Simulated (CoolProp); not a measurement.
A simple Rankine cycle with R236EA: condensing at 288.15 K, boiler at 2.12 MPa, turbine inlet 402.5 K, turbine efficiency 0.9, pump efficiency 0.8, no recuperator. Each further row changes one setting.

The numbers come from the reference Helmholtz-energy equation of state, Rui 2013 in CoolProp.

```tsv
case	thermal efficiency (%)	net work (kJ/kg)	heat in (kJ/kg)	turbine exit temperature (K)	volume ratio over the turbine
as stated	?	?	242	334.0	?
condensing temperature 280.15 K	17.9	?	252	328.0	22.9
boiler pressure 1.48 MPa	15.0	37.8	252	?	10.7
turbine efficiency 0.8	14.7	35.7	242	?	?
```

Problem. Fill in the missing entries.

Solution. 
- as stated, thermal efficiency (%): 16.7
- as stated, net work (kJ/kg): 40.3
- as stated, volume ratio over the turbine: 16.9
- condensing temperature 280.15 K, net work (kJ/kg): 45.2
- boiler pressure 1.48 MPa, turbine exit temperature (K): 347.7
- turbine efficiency 0.8, turbine exit temperature (K): 339.0
- turbine efficiency 0.8, volume ratio over the turbine: 17.2
